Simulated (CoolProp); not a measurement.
Vapour-liquid equilibrium of n-perfluorobutane (1) + R365MFC (2) at 21.05 °C; x and y are mole fractions of (1).

Model: multi-fluid Helmholtz-energy mixture model, Gao 2022 and Lemmon 2016; pair parameters Bell 2016, in CoolProp.

**Question.** Give the bubble pressure and the first vapour's composition at x = 0.15, 0.25, 0.65. Is there an azeotrope?

**Answer.** x = 0.15: 0.1460 MPa, y = 0.694; x = 0.25: 0.1728 MPa, y = 0.753; x = 0.65: 0.2110 MPa, y = 0.837. No azeotrope shows between x = 0.05 and 0.95.

Pair parameters are fitted to limited data, so mixtures are less certain than the pure fluids. With so large a gap from Raoult's law the liquid may split in two, which this calculation doesn't test in full.
